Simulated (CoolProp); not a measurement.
Vapour-liquid equilibrium of R134a (1) + methanol (2) at 0.00378 MPa; x and y are mole fractions of (1).

Model: multi-fluid Helmholtz-energy mixture model, Tillner-Roth 1994 and de Reuck 1993; pair parameters Bell 2016, in CoolProp.

Question: Give the bubble temperature and the first vapour's composition at x = 0.25, 0.65, 0.85. Is there an azeotrope?

Answer: x = 0.25: 199.0 K, y = 0.999; x = 0.65: 196.9 K, y = 0.999; x = 0.85: 195.2 K, y = 1.000. No azeotrope shows between x = 0.05 and 0.95.

Pair parameters are fitted to limited data, so mixtures are less certain than the pure fluids. With so large a gap from Raoult's law the liquid may split in two, which this calculation doesn't test in full.
